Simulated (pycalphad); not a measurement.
## Effect of Fe content in Ti-Fe-Si-Mn

All values are pycalphad results on the COST 507 light-alloy database (1999) (1 atm), not direct measurements. The data set is of 1999 and partly superseded. The system is extrapolated from its subsystems; higher-order compounds may be missing. Phase fractions are per mole of atoms. Kinetics are ignored, which matters at the lower temperatures.

One of these alloys has its liquidus at 1623 K, its solidus at 1381 K, and holds SITI3 0.42, hcp 0.36, FETI 0.16, LAVES_C14 0.06 at 650 K. Which?
(A) Ti-6.48Fe-10.7Si-2.05Mn (at.%)
(B) Ti-3.24Fe-10.7Si-2.05Mn (at.%)
(C) Ti-9.71Fe-10.7Si-2.05Mn (at.%)
(D) Ti-12.95Fe-10.7Si-2.05Mn (at.%)

C, Ti-9.71Fe-10.7Si-2.05Mn (at.%). The others: Ti-3.24Fe-10.7Si-2.05Mn (at.%), liquidus 1568, solidus 1506; Ti-6.48Fe-10.7Si-2.05Mn (at.%), liquidus 1593, solidus 1439; Ti-12.95Fe-10.7Si-2.05Mn (at.%), liquidus 1648, solidus 1331

Database names, with the compositions (at.%) that they take in these runs: SITI3: Ti 75 Si 25; LAVES_C14: Ti 35-42 Mn 28-40 Fe 25-29; FETI: Ti 50 Fe 50.
